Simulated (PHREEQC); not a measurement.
**Leach liquor: speciation**

Dissolve 77 mmol/kgw HCl, 5.4 mmol/kgw CuSO4 and 160 mmol/kgw Na2SO4 at 25 °C. Closed to the air; pH follows from the charge balance.

Computed with PHREEQC (ion-association model, phreeqc.dat).

```json
{
 "pH": "1.69",
 "ionic_strength": "0.411 mol/kgw",
 "activity_of_water": "0.990",
 "specific_conductance": "31300 µS/cm",
 "density": "1.018 g/cm³",
 "total_alkalinity": "-77.0 meq/kg"
}
```

```csv
species,molality,activity,log γ
Na+,0.292,0.210,-0.142
SO4-2,0.0842,0.0187,-0.653
Cl-,0.0769,0.0510,-0.178
HSO4-,0.0506,0.0370,-0.136
NaSO4-,0.0281,0.0197,-0.153
H+,0.0264,0.0203,-0.113
Cu+2,0.00274,0.000723,-0.578
CuSO4,0.00251,0.00276,0.041
CuCl+,0.000149,9.92e-5,-0.177
CuCl2,2.47e-6,2.72e-6,0.041
```

This is a speciation only: nothing precipitates in the calculation.
